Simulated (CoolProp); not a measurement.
Vapour-liquid equilibrium of hydrogen chloride (1) + n-butane (2) at -68.75 °C; x and y are mole fractions of (1).

The numbers come from the multi-fluid Helmholtz-energy mixture model, Thol 2018 and Bücker 2006; pair parameters Bell 2016 in CoolProp.

**Question.** Give the bubble pressure and the first vapour's composition at x = 0.35, 0.5, 0.95. Is there an azeotrope?

**Answer.** x = 0.35: 1.717 bar, y = 0.987; x = 0.5: 1.888 bar, y = 0.989; x = 0.95: 2.245 bar, y = 0.997. No azeotrope shows between x = 0.05 and 0.95.

The pair parameters rest on a limited set of measurements; away from them the model extrapolates. With so large a gap from Raoult's law the liquid may split in two, which this calculation doesn't test in full.
